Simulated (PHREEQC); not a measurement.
Make-up at 63 °C: 0.12 mol/kgw ZnCl2, 0.00011 mol/kgw H3BO3 and 0.0014 mol/kgw HBF4. Closed to the air; pH follows from the charge balance.

All values are PHREEQC results (ion-association model, phreeqc.dat), not measurements.

No solid was allowed to form.

Question: Order these B species by the share of B that they hold, largest first: BF2(OH)2-, BF4-, BF3OH-, H3BO3.

Answer: H3BO3 (79 %), BF4- (13 %), BF2(OH)2- (5.1 %), BF3OH- (3.1 %)

Question: Order these F species by the share of F that they hold, largest first: ZnF+, BF4-, HF, BF2(OH)2-, F-.

Answer: HF (54 %), F- (20 %), BF4- (14 %), ZnF+ (7.1 %), BF2(OH)2- (2.8 %)

The pH is 2.85 and the ionic strength 0.265 mol/kgw. Species that the database lacks are ignored. At this temperature some constants are extrapolated from 25 °C, and those without enthalpy data are left unchanged. Real BF4- forms and hydrolyses slowly; the run takes it at equilibrium.
